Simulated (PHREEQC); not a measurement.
2.9 g of hydrous ferric oxide (600 m²/g; 0.2 weak and 0.005 strong sites per Fe, Dzombak-Morel constants, diffuse double layer) in 1 kg of water with 0.05 mol/kgw of an inert sodium salt and 5e-05 mol ZnSO4 and 0.00057 mol MnCl2, at 25 °C; the pH is set by adding NaOH or the inert anion's acid. No oxygen is let in. CO2 from the air is kept out. Precipitation was switched off in this run.

The numbers come from PHREEQC with the ion-association model, wateq4f.dat.

**Question.** Predict S sorbed (%), Mn sorbed (%) at pH = 4.75, 6.25, 6.62, 8.5, 10.

**Answer.** 
```csv
pH,S sorbed (%),Mn sorbed (%)
4.75,99.8,0.3
6.25,93.3,20.3
6.62,81.4,33.0
8.5,0.5,99.8
10,0.0,100.0
```

Complexes and solids missing from the database can't appear.
